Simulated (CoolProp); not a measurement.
c-C4F8 (RC318) at 298.15 K and 0.0915 MPa flows at 0.62 m/s in a round tube of 12.7 mm bore and 0.25 µm roughness, fully developed (64/Re and Nu = 3.66 if laminar; Colebrook and Gnielinski if turbulent). Each further row changes one setting.

The numbers come from the reference Helmholtz-energy equation of state, Platzer 1990 in CoolProp. This equation is an older, rougher fit.

| case | Reynolds number | Darcy friction factor | pressure drop (Pa/m) | heat-transfer coefficient (W/(m² K)) | mass flow (kg/h) |
|---|---|---|---|---|---|
| as stated | 5300 | [?] | [?] | [?] | [?] |
| velocity 1.24 m/s | 10600 | 0.0304 | [?] | [?] | [?] |
| diameter 25.4 mm | 10600 | 0.0304 | [?] | 15.0 | 8.58 |

Task: What belongs in the gaps?

Result: 
- as stated, Darcy friction factor: 0.0368
- as stated, pressure drop (Pa/m): 4.23
- as stated, heat-transfer coefficient (W/(m² K)): 16.5
- as stated, mass flow (kg/h): 2.15
- velocity 1.24 m/s, pressure drop (Pa/m): 14.0
- velocity 1.24 m/s, heat-transfer coefficient (W/(m² K)): 29.9
- velocity 1.24 m/s, mass flow (kg/h): 4.29
- diameter 25.4 mm, pressure drop (Pa/m): 1.75

Viscosity comes from a separate model (Huber 2003), an estimate that may be off by 10 % or more. Thermal conductivity comes from a separate model (Huber 2003), an estimate that may be off by 10 % or more.
